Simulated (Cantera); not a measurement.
Charge: 1 mol SiH2Cl2, a varied amount of HCl, 590 mol H2, held at 100000 Pa.

Points: T (K) = 825, 925, 1025, 1125, 1225, 1325, 1425, 1525, 1625; n(HCl) (mol) = 0.066, 0.094, 0.13, 0.19, 0.27, 0.39, 0.55, 0.79, 1.1, 1.6, 2.3.

Cantera's Mixture.equilibrate('TP', solver="vcs", rtol=1e-11, max_steps=5000) on the NASA tables stopped like this:

```
ERROR: FAILURE its = 5001!

*******************************************************************************
CanteraError thrown by MultiPhase::equilibrate:
VCS solver failed. Return code: -1
*******************************************************************************
```

Q: What got this run through?

A: This is not unique; one that fits is The failure is numerical, not chemical. The same input converged with solver="gibbs", rtol=1e-10, max_steps=50000, and the result passed a check of the equilibrium conditions:
```
    825      0.066  Si(cr)
    825      0.094  Si(cr)
    825       0.13  Si(cr)
    825       0.19  Si(cr)
    825       0.27  Si(cr)
    825       0.39  Si(cr)
    825       0.55  Si(cr)
    825       0.79  Si(cr)
    825        1.1  Si(cr)
    825        1.6  gas only
    825        2.3  gas only
    925      0.066  Si(cr)
    925      0.094  Si(cr)
    925       0.13  Si(cr)
    925       0.19  Si(cr)
    925       0.27  Si(cr)
    925       0.39  Si(cr)
    925       0.55  Si(cr)
    925       0.79  Si(cr)
    925        1.1  Si(cr)
    925        1.6  Si(cr)
    925        2.3  gas only
   1025      0.066  Si(cr)
   1025      0.094  Si(cr)
   1025       0.13  Si(cr)
   1025       0.19  Si(cr)
   1025       0.27  Si(cr)
   1025       0.39  Si(cr)
   1025       0.55  Si(cr)
   1025       0.79  Si(cr)
   1025        1.1  Si(cr)
   1025        1.6  Si(cr)
   1025        2.3  Si(cr)
   1125      0.066  Si(cr)
   1125      0.094  Si(cr)
   1125       0.13  Si(cr)
   1125       0.19  Si(cr)
   1125       0.27  Si(cr)
   1125       0.39  Si(cr)
   1125       0.55  Si(cr)
   1125       0.79  Si(cr)
   1125        1.1  Si(cr)
   1125        1.6  Si(cr)
   1125        2.3  Si(cr)
   1225      0.066  Si(cr)
   1225      0.094  Si(cr)
   1225       0.13  Si(cr)
   1225       0.19  Si(cr)
   1225       0.27  Si(cr)
   1225       0.39  Si(cr)
   1225       0.55  Si(cr)
   1225       0.79  Si(cr)
   1225        1.1  Si(cr)
   1225        1.6  Si(cr)
   1225        2.3  Si(cr)
   1325      0.066  Si(cr)
   1325      0.094  Si(cr)
   1325       0.13  Si(cr)
   1325       0.19  Si(cr)
   1325       0.27  Si(cr)
   1325       0.39  Si(cr)
   1325       0.55  Si(cr)
   1325       0.79  Si(cr)
   1325        1.1  Si(cr)
   1325        1.6  Si(cr)
   1325        2.3  Si(cr)
   1425      0.066  Si(cr)
   1425      0.094  Si(cr)
   1425       0.13  Si(cr)
   1425       0.19  Si(cr)
   1425       0.27  Si(cr)
   1425       0.39  Si(cr)
   1425       0.55  Si(cr)
   1425       0.79  Si(cr)
   1425        1.1  Si(cr)
   1425        1.6  Si(cr)
   1425        2.3  Si(cr)
   1525      0.066  Si(cr)
   1525      0.094  Si(cr)
   1525       0.13  Si(cr)
   1525       0.19  Si(cr)
   1525       0.27  Si(cr)
   1525       0.39  Si(cr)
   1525       0.55  Si(cr)
   1525       0.79  Si(cr)
   1525        1.1  Si(cr)
   1525        1.6  Si(cr)
   1525        2.3  Si(cr)
   1625      0.066  Si(cr)
   1625      0.094  Si(cr)
   1625       0.13  Si(cr)
   1625       0.19  Si(cr)
   1625       0.27  Si(cr)
   1625       0.39  Si(cr)
   1625       0.55  Si(cr)
   1625       0.79  Si(cr)
   1625        1.1  Si(cr)
   1625        1.6  Si(cr)
   1625        2.3  Si(cr)
```

The gas is ideal and each condensed phase is pure. The tables' values for SiCl3 are old estimates.
